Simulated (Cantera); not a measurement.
# Diamond growth

A diamond (100) surface in a fixed gas of H2 with x(CH4) = 0.011, x(H) = 0.0029, at 900 K, 97.5 Torr; coverages are run to steady state.

Model: the Harris–Goodwin 1993 mechanism for the reconstructed diamond (100) surface, integrated in Cantera.

| x(CH3) | growth (µm/h) | θ c6HH | θ c6H* | θ c6*H | θ c6** | θ c6HM |
|---|---|---|---|---|---|---|
| 1e-06 | 0.0407 | 0.692 | 0.0105 | 0.293 | 0.00437 | 0.000291 |
| 2.2e-06 | 0.0895 | 0.692 | 0.0105 | 0.293 | 0.00436 | 0.000639 |
| 4.7e-06 | 0.191 | 0.691 | 0.0105 | 0.292 | 0.00436 | 0.00136 |
| 1e-05 | 0.406 | 0.690 | 0.0105 | 0.292 | 0.00435 | 0.00290 |
| 2.2e-05 | 0.888 | 0.687 | 0.0104 | 0.291 | 0.00433 | 0.00634 |
| 4.8e-05 | 1.92 | 0.681 | 0.0103 | 0.288 | 0.00428 | 0.0137 |
| 0.00011 | 4.30 | 0.666 | 0.0101 | 0.282 | 0.00416 | 0.0307 |
| 0.00023 | 8.59 | 0.640 | 0.00971 | 0.270 | 0.00395 | 0.0614 |
| 0.0005 | 17.0 | 0.588 | 0.00891 | 0.248 | 0.00355 | 0.122 |
θ: site fractions in the mechanism's names (c6HH fully hydrogenated, c6H* and c6*H radical sites, c6** diradical, c6HM methylated).
